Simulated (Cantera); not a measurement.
A closed system holds: 1 mol Si, 4.3 mol HCl, 3.6 mol H₂, equilibrated at 673 K and 0.240 bar.

Method: chemical equilibrium by Gibbs-energy minimisation in Cantera with the NASA 1993 tables (ideal gas, pure condensed phases). Candidate condensed phases: Si; 19 gas species. Rates play no part.

Base state: H₂ 0.811, SiCl₄ 0.145, HCl 0.0438, SiHCl₃ 0.000338 (mole fractions); condensed: gas only.

What changes in the equilibrium state with this change: HCl from 4.3 to 0.5 mol?


| species | before | after |
|---|---|---|
| H₂ | 0.811 | 0.964 |
| SiCl₄ | 0.145 | 0.0206 |
| SiHCl₃ | 0.000338 | 0.0141 |
| HCl | 0.0438 | 0.000178 |
| SiH₂Cl₂ | 4.88e-8 | 0.000594 |
| Si(s), mol | 0 | 0.860 |
